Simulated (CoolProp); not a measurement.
A simple Rankine cycle with chloromethane (R40): condensing at 333.15 K, boiler at 5.3 MPa, turbine inlet 441.5 K, turbine efficiency 0.6, pump efficiency 0.7, no recuperator. Each further row changes one setting.

Computed with CoolProp (reference Helmholtz-energy equation of state, Thol 2014).

```json
[
 {"case": "as stated", "thermal efficiency (%)": "8.3", "net work (kJ/kg)": "32.0", "heat in (kJ/kg)": "387", "turbine exit temperature (K)": "357.0", "volume ratio over the turbine": "3.56"},
 {"case": "turbine inlet 461.5 K", "thermal efficiency (%)": "8.7", "net work (kJ/kg)": "(withheld)", "heat in (kJ/kg)": "418", "turbine exit temperature (K)": "380.0", "volume ratio over the turbine": "(withheld)"},
 {"case": "condensing temperature 325.15 K", "thermal efficiency (%)": "9.2", "net work (kJ/kg)": "36.7", "heat in (kJ/kg)": "(withheld)", "turbine exit temperature (K)": "347.4", "volume ratio over the turbine": "(withheld)"},
 {"case": "boiler pressure 3.71 MPa", "thermal efficiency (%)": "6.8", "net work (kJ/kg)": "(withheld)", "heat in (kJ/kg)": "(withheld)", "turbine exit temperature (K)": "385.1", "volume ratio over the turbine": "2.48"},
 {"case": "turbine efficiency 0.5", "thermal efficiency (%)": "6.6", "net work (kJ/kg)": "25.5", "heat in (kJ/kg)": "387", "turbine exit temperature (K)": "362.6", "volume ratio over the turbine": "3.65"}
]
```

Problem. Complete the blanks.

Solution. 
- turbine inlet 461.5 K, net work (kJ/kg): 36.3
- turbine inlet 461.5 K, volume ratio over the turbine: 3.51
- condensing temperature 325.15 K, heat in (kJ/kg): 401
- condensing temperature 325.15 K, volume ratio over the turbine: 4.25
- boiler pressure 3.71 MPa, net work (kJ/kg): 28.2
- boiler pressure 3.71 MPa, heat in (kJ/kg): 415
